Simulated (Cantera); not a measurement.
What does this Cantera script print?

```python
import numpy as np
import cantera as ct

gas_names = """
    C CH CH2 CH3 CH2OH CH3O CH4 CH3OH CO CO2 COOH C2 C2H CHCO,ketyl C2H2,acetylene C2H2,vinylidene
    CH2CO,ketene C2H3,vinyl CH3CO,acetyl C2H4 C2H4O,ethylen CH3CHO,ethanal CH3COOH (HCOOH)2 C2H5 C2H6
    CH3OCH3 C2H5OH C2O C3 C3H3,propargyl C3H4,allene C3H4,propyne C3H4,cyclo- C3H5,allyl C3H6,propylene
    C3H6,cyclo- C3H6O C3H7,n-propyl C3H7,i-propyl C3H8 C3H8O,1propanol C3H8O,2propanol C3O2 C4 C4H2
    C4H4,1,3-cyclo- C4H6,butadiene C4H6,2-butyne C4H6,cyclo- C4H8,1-butene C4H8,cis2-buten
    C4H8,tr2-butene C4H8,isobutene C4H8,cyclo- (CH3COOH)2 C4H9,n-butyl C4H9,i-butyl C4H9,s-butyl
    C4H9,t-butyl C4H10,isobutane C4H10,n-butane C5 C5H6,1,3cyclo- C5H8,cyclo- C5H10,1-pentene
    C5H10,cyclo- C5H11,pentyl C5H11,t-pentyl C5H12,n-pentane C5H12,i-pentane CH3C(CH3)2CH3 C6H2
    C6H5,phenyl C6H5O,phenoxy C6H6 C6H5OH,phenol C6H10,cyclo- C6H12,1-hexene C6H12,cyclo- C6H13,n-hexyl
    C7H7,benzyl C7H8 C7H8O,cresol C7H14,1-heptene C7H15,n-heptyl C7H16,n-heptane C8H8,styrene
    C8H10,ethylbenz C8H16,1-octene C8H17,n-octyl C8H18,isooctane C8H18,n-octane C9H19,n-nonyl
    C10H8,naphthale C10H21,n-decyl C12H9,o-bipheny C12H10,bipheny Cu CuO Cu2 H HCO HO2 H2
    HCHO,formaldehy HCOOH H2O H2O2 O OH O2 O3
""".split()
cond_names = """
    C(gr) C6H6(L) C7H8(L) C8H18(L),n-octa Cu(cr) Cu(L) CuO(s) CuO2H2(s) Cu2O(s) Cu2O(L) H2O(s) H2O(L)
""".split()


def load(file, names, dense=False):
    # The tables refer to 1 bar. Condensed volumes are neglected.
    table = {s.name: s for s in ct.Species.list_from_file(file)}
    out = []
    for n in names:
        d = dict(table[n].input_data)
        d["thermo"] = dict(d["thermo"], **{"reference-pressure": 1e5})
        if dense:
            d["equation-of-state"] = {"model": "constant-volume", "density": "1e6 g/cm^3"}
        out.append(ct.Species.from_dict(d))
    return out


gas = ct.Solution(thermo="ideal-gas", species=load("nasa_gas.yaml", gas_names))
cond = {s.name: ct.Solution(thermo="fixed-stoichiometry", species=[s], name=s.name)
        for s in load("nasa_condensed.yaml", cond_names, dense=True)}
atoms = {
    'Cu2O': {'Cu': 2, 'O': 1},
    'CH4': {'C': 1, 'H': 4},
    'H2': {'H': 2},
}
top_T = {'C(gr)': 4500, 'CuO(s)': 1390}  # K; cautious upper limits of use, not melting points


def equilibrate(T, P, feed):
    n = {}
    for name, mol in feed.items():
        for a, k in atoms[name].items():
            n[a] = n.get(a, 0.0) + k * mol
    gas.TPX = T, P, n
    mass = sum(n.values()) * gas.mean_molecular_weight
    gas.equilibrate("TP")
    valid = [c for c in cond.values() if c.min_temp <= T <= top_T.get(c.name, c.max_temp)]
    mix = ct.Mixture([(gas, mass / gas.mean_molecular_weight)] + [(c, 0.0) for c in valid])
    mix.T, mix.P = T, P
    mix.equilibrate("TP", solver="vcs", rtol=1e-11, max_steps=5000)
    return mix


results = []
feed = {'Cu2O': 1, 'CH4': 1.5, 'H2': 0.7}  # mol
T = 1575  # K
P = 1000  # Pa
mix = equilibrate(T, P, feed)
results.append((T, P, feed, dict(zip(mix.species_names, mix.species_moles))))
print(gas.report(threshold=0.0001))
for i in range(1, mix.n_phases):
    print(f"{mix.phase(i).name:16s} {mix.phase_moles(i):12.5e} mol")
```

Output:

```
       temperature   1575 K
          pressure   1000 Pa
           density   0.00058793 kg/m^3
  mean mol. weight   7.6991 kg/kmol
   phase of matter   gas

                          1 kg             1 kmol
                     ---------------   ---------------
          enthalpy        2.1899e+06         1.686e+07  J
   internal energy        4.8904e+05        3.7652e+06  J
           entropy             30921        2.3807e+05  J/K
    Gibbs function       -4.6511e+07        -3.581e+08  J
 heat capacity c_p            4311.1             33191  J/K
 heat capacity c_v            3231.1             24877  J/K

                      mass frac. Y      mole frac. X     chem. pot. / RT
                     ---------------   ---------------   ---------------
                CO            0.7718           0.21215           -41.513
                Cu          0.022562         0.0027336           -6.8727
                 H        4.8197e-05        0.00036813           -11.797
                H2           0.20548           0.78472           -23.594
     [ +109 minor]        0.00011252        3.1446e-05

C(gr)             4.99799e-01 mol
Cu(L)             1.98710e+00 mol
Cu2O(L)           0.00000e+00 mol
```

These are equilibrium values from Cantera (NASA tables, ideal gas, pure condensed phases), not measurements of a reactor.
